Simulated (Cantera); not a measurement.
Input: 1 mol SiC, 0.035 mol CO₂, 1.1 mol H₂, at 27.8 Torr.

Method: chemical equilibrium by Gibbs-energy minimisation in Cantera with the NASA 1993 tables (ideal gas, pure condensed phases). Candidate condensed phases: C, C₆H₆, C₇H₈, C₈H₁₈, H₂O, Si, SiC, SiO₂; 123 gas species. Rates play no part.

**Question.** At 1775 K, list the 5 most abundant gas species with their mole fractions, and the condensed phases.

**Answer.** H₂ 0.939, CO 0.0448, SiO 0.0149, H 0.00146, Si 1.02e-5. Condensed: SiC(s).
